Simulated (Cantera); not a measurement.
# Ammonia decomposition in nitride growth gas

An isothermal, constant-pressure homogeneous reactor starts with NH3 : H2 = 1 : 29 (molar parts), at 2375 K and 1600 Pa.

Model: the gas-phase N/H chemistry of the illustrative SiF4/NH3 mechanism in the Surface Chemkin manual (1991), integrated in Cantera. Walls and surfaces, which speed up NH3 decomposition in real reactors, are not modelled.

```csv
t (s),x NH3,x H2,x N2,x N2H4,x N,x N2H2,x NH2
3.00e-5,0.0333,0.967,<1e-12,<1e-12,<1e-12,<1e-12,1.99e-6
9.36e-5,0.0333,0.967,7.27e-12,<1e-12,5.03e-12,5.36e-12,5.07e-6
0.000292,0.0333,0.967,4.90e-10,<1e-12,1.78e-10,5.54e-11,1.47e-5
0.000912,0.0333,0.966,3.16e-8,1.16e-12,5.64e-9,7.39e-10,4.45e-5
0.00285,0.0332,0.965,2.09e-6,1.09e-11,1.70e-7,1.32e-8,0.000137
0.00888,0.0325,0.963,0.000150,8.82e-11,4.05e-6,2.37e-7,0.000389
0.0277,0.0260,0.964,0.00321,1.55e-10,1.47e-5,6.25e-7,0.000516
0.0865,0.00981,0.970,0.0111,4.54e-11,1.67e-5,2.44e-7,0.000279
0.270,0.000179,0.957,0.0158,<1e-12,1.04e-5,1.98e-9,1.64e-5
0.843,8.46e-7,0.906,0.0155,<1e-12,1.37e-6,<1e-12,2.35e-7
2.63,7.19e-8,0.880,0.0153,<1e-12,3.04e-7,<1e-12,2.75e-8
8.21,2.54e-8,0.879,0.0153,<1e-12,1.09e-7,<1e-12,9.79e-9
25.6,1.96e-8,0.879,0.0153,<1e-12,8.43e-8,<1e-12,7.54e-9
80.0,1.95e-8,0.879,0.0153,<1e-12,8.41e-8,<1e-12,7.52e-9
```
x: mole fraction; the columns are a selection and need not sum to one.

Equilibrium at this temperature and pressure: NH3 1.95e-8, H2 0.879, N2 0.0153, N2H4 <1e-12, N 8.41e-8, N2H2 <1e-12, NH2 7.52e-9 (gas phase only).
